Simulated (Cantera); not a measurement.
Input: 1 mol FeS2, 0.23 mol H2S, 6.5 mol H2O, held at 11.0 bar.

These are equilibrium values from Cantera (NASA tables, ideal gas, pure condensed phases), not measurements of a reactor. Candidate condensed phases: Fe, FeO, Fe(OH)2, Fe(OH)3, FeS, FeSO4, FeS2, Fe2O3, Fe2(SO4)3, Fe3O4, H2O, H2SO4, S; 22 gas species. FeS: taken at fixed stoichiometry. Gases not in the tables: S3 to S7. Equilibrium is a limit: real reactors are often held back by kinetics, nucleation or transport. All values below are at 1248 K.

Base state: H2O 0.834, H2S 0.0950, SO2 0.0376, S2 0.0188, H2 0.0133, S2O 0.000954, SH 7.69e-5, SO 4.75e-5 (mole fractions); condensed: FeS(s).

Question: What changes in the equilibrium state with this change: pressure from 11.0 bar to 0.420 bar?

Answer: 
| species | before | after |
|---|---|---|
| H2O | 0.834 | 0.828 |
| H2S | 0.0950 | 0.0666 |
| H2 | 0.0133 | 0.0357 |
| S2 | 0.0188 | 0.0335 |
| SO2 | 0.0376 | 0.0349 |
| SO | 4.75e-5 | 0.000120 |
| SH | 7.69e-5 | 0.000168 |
| S2O | 0.000954 | 0.000627 |
| FeS(s), mol | 1.000 | 1.000 |

Question: What changes in the equilibrium state with this change: pressure from 11.0 bar to 0.0520 bar?

Answer: 
```csv
species,before,after
H2O,0.834,0.814
H2,0.0133,0.0609
H2S,0.0950,0.0450
S2,0.0188,0.0424
SO2,0.0376,0.0370
SO,4.75e-5,0.000220
SH,7.69e-5,0.000247
S2O,0.000954,0.000456
"FeS(s), mol",1.000,1.000
```
